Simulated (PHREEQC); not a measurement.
Consider water at 25 °C with 10.5 mmol/kgw HCl and 0.06 mmol/kgw KCl. Closed to the air; pH follows from the charge balance.

The numbers come from PHREEQC with the Pitzer model, pitzer.dat.

- pH: 2.02
- ionic strength: 0.0106 mol/kgw
- specific conductance: 4170 µS/cm
- osmotic coefficient: 0.969
- total alkalinity: -10.5 meq/kg

```
species  molality  activity   log γ
-------  --------  --------  ------
Cl-        0.0106   0.00949  -0.046
H+         0.0105   0.00951  -0.043
K+        6.00e-5   5.42e-5  -0.045
```

This is a speciation only: nothing precipitates in the calculation.
